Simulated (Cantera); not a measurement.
# Thermodynamics of silicon nitride deposition, feed Si2Cl6 + NH3 + H2 + N2

Feed: 1 mol Si2Cl6, 0.36 mol NH3, 4 mol H2, 7 mol N2, held at 1273.15 K and 11.0 Pa.

These are equilibrium values from Cantera (NASA tables, ideal gas, pure condensed phases), not measurements of a reactor. Candidate condensed phases: NH4Cl, Si, Si3N4; 28 gas species. The feed counts by its element totals alone. The tables' values for SiCl3 are old estimates; treat these amounts as uncertain. Equilibrium is a limit: real reactors are often held back by kinetics, nucleation or transport.

- x(N2) = 0.459
- x(HCl) = 0.318
- x(H2) = 0.170
- x(SiCl2) = 0.0436
- x(SiCl3) = 0.00496
- x(SiCl4) = 0.00370
- x(SiHCl3) = 7.92e-5
- x(Cl) = 4.46e-5
- x(H) = 2.81e-5
- n(Si3N4(s)) = 0.426 mol
- gas amount = 13.78 mol
- log10 activity of Si(s) (absent) = -1.55
